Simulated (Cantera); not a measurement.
Thermodynamics of silicon carbide growth, feed (CH3)2SiCl2 + CH4 + H2 + C2H2

Charge: 1 mol (CH3)2SiCl2, 2.2 mol CH4, 150 mol H2, 0.017 mol C2H2, equilibrated at 13.3 mbar.

These are equilibrium values from Cantera (NASA tables, ideal gas, pure condensed phases), not measurements of a reactor. Candidate condensed phases: C, C6H6, C7H8, C8H18, Si, SiC; 109 gas species. The feed counts by its element totals alone. Kinetics and transport are ignored.

From 702 °C to 1752 °C the condensed part is C(graphite) + SiC(s). The main Si-bearing gas is SiCl4 at 702 °C and Si at 1752 °C.

| T (°C) | log p H2 | log p H | log p HCl | log p CH4 | log p C2H2 (acetylene) | n C(graphite) | n SiC(s) |
|---|---|---|---|---|---|---|---|
| 702 | -1.88 | -9.88 | -3.77 | -4.66 | -11.13 | 2.98 | 1.000 |
| 852 | -1.88 | -8.29 | -3.77 | -5.30 | -9.52 | 3.17 | 1.000 |
| 1002 | -1.88 | -7.07 | -3.77 | -5.79 | -8.30 | 3.21 | 1.000 |
| 1152 | -1.88 | -6.11 | -3.77 | -6.19 | -7.33 | 3.23 | 1.000 |
| 1302 | -1.88 | -5.32 | -3.77 | -6.50 | -6.56 | 3.22 | 0.999 |
| 1452 | -1.88 | -4.67 | -3.78 | -6.76 | -5.92 | 3.20 | 0.998 |
| 1602 | -1.88 | -4.13 | -3.78 | -6.98 | -5.38 | 3.14 | 0.993 |
| 1752 | -1.89 | -3.66 | -3.78 | -7.18 | -4.93 | 3.00 | 0.944 |
log p: log10 of the partial pressure in bar; n: condensed amount in mol.
